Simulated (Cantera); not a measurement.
Input (Python, Cantera) and output of one run.

```python
import numpy as np
import cantera as ct

gas_names = [...]  # 139 gases of nasa_gas.yaml made of C, Cu, H, N, O
cond_names = """
    C(gr) C6H6(L) C7H8(L) C8H18(L),n-octa Cu(cr) Cu(L) CuO(s) CuO2H2(s) Cu2O(s) Cu2O(L) H2O(s) H2O(L)
""".split()


# ... load() reads the species with a 1 bar reference pressure and builds the phases ...
atoms = {
    'Cu2O': {'Cu': 2, 'O': 1},
    'CH4': {'C': 1, 'H': 4},
    'N2': {'N': 2},
}
top_T = {'C(gr)': 4500, 'CuO(s)': 1390}  # K; cautious upper limits of use, not melting points


# ... equilibrate(T, P, feed) seeds the gas with the atoms and calls Mixture.equilibrate('TP', solver="vcs", rtol=1e-11, max_steps=5000) ...
results = []
feed = {'Cu2O': 1, 'CH4': 2.6, 'N2': 1.2}  # mol
for P in [10, 42, 180, 750, 3200, 13000, 56000, 240000, 1000000]:
    for T in [1575, 1625, 1675, 1725, 1775, 1825, 1875, 1925, 1975]:
        mix = equilibrate(T, P, feed)
        results.append((T, P, feed, dict(zip(mix.species_names, mix.species_moles))))

for T, P, feed, n in results:
    print(f"{T:7g} {P:10.4g}  " + (" + ".join(c for c in cond_names if n.get(c, 0) > 1e-12) or "gas only"))
```

Result:

```
   1575         10  C(gr)
   1625         10  C(gr)
   1675         10  C(gr)
   1725         10  C(gr)
   1775         10  C(gr)
   1825         10  C(gr)
   1875         10  C(gr)
   1925         10  C(gr)
   1975         10  C(gr)
   1575         42  C(gr) + Cu(L)
   1625         42  C(gr) + Cu(L)
   1675         42  C(gr)
   1725         42  C(gr)
   1775         42  C(gr)
   1825         42  C(gr)
   1875         42  C(gr)
   1925         42  C(gr)
   1975         42  C(gr)
   1575        180  C(gr) + Cu(L)
   1625        180  C(gr) + Cu(L)
   1675        180  C(gr) + Cu(L)
   1725        180  C(gr) + Cu(L)
   1775        180  C(gr)
   1825        180  C(gr)
   1875        180  C(gr)
   1925        180  C(gr)
   1975        180  C(gr)
   1575        750  C(gr) + Cu(L)
   1625        750  C(gr) + Cu(L)
   1675        750  C(gr) + Cu(L)
   1725        750  C(gr) + Cu(L)
   1775        750  C(gr) + Cu(L)
   1825        750  C(gr) + Cu(L)
   1875        750  C(gr) + Cu(L)
   1925        750  C(gr)
   1975        750  C(gr)
   1575       3200  C(gr) + Cu(L)
   1625       3200  C(gr) + Cu(L)
   1675       3200  C(gr) + Cu(L)
   1725       3200  C(gr) + Cu(L)
   1775       3200  C(gr) + Cu(L)
   1825       3200  C(gr) + Cu(L)
   1875       3200  C(gr) + Cu(L)
   1925       3200  C(gr) + Cu(L)
   1975       3200  C(gr) + Cu(L)
   1575    1.3e+04  C(gr) + Cu(L)
   1625    1.3e+04  C(gr) + Cu(L)
   1675    1.3e+04  C(gr) + Cu(L)
   1725    1.3e+04  C(gr) + Cu(L)
   1775    1.3e+04  C(gr) + Cu(L)
   1825    1.3e+04  C(gr) + Cu(L)
   1875    1.3e+04  C(gr) + Cu(L)
   1925    1.3e+04  C(gr) + Cu(L)
   1975    1.3e+04  C(gr) + Cu(L)
   1575    5.6e+04  C(gr) + Cu(L)
   1625    5.6e+04  C(gr) + Cu(L)
   1675    5.6e+04  C(gr) + Cu(L)
   1725    5.6e+04  C(gr) + Cu(L)
   1775    5.6e+04  C(gr) + Cu(L)
   1825    5.6e+04  C(gr) + Cu(L)
   1875    5.6e+04  C(gr) + Cu(L)
   1925    5.6e+04  C(gr) + Cu(L)
   1975    5.6e+04  C(gr) + Cu(L)
   1575    2.4e+05  C(gr) + Cu(L)
   1625    2.4e+05  C(gr) + Cu(L)
   1675    2.4e+05  C(gr) + Cu(L)
   1725    2.4e+05  C(gr) + Cu(L)
   1775    2.4e+05  C(gr) + Cu(L)
   1825    2.4e+05  C(gr) + Cu(L)
   1875    2.4e+05  C(gr) + Cu(L)
   1925    2.4e+05  C(gr) + Cu(L)
   1975    2.4e+05  C(gr) + Cu(L)
   1575      1e+06  C(gr) + Cu(L)
   1625      1e+06  C(gr) + Cu(L)
   1675      1e+06  C(gr) + Cu(L)
   1725      1e+06  C(gr) + Cu(L)
   1775      1e+06  C(gr) + Cu(L)
   1825      1e+06  C(gr) + Cu(L)
   1875      1e+06  C(gr) + Cu(L)
   1925      1e+06  C(gr) + Cu(L)
   1975      1e+06  C(gr) + Cu(L)
```

These are equilibrium values from Cantera (NASA tables, ideal gas, pure condensed phases), not measurements of a reactor.
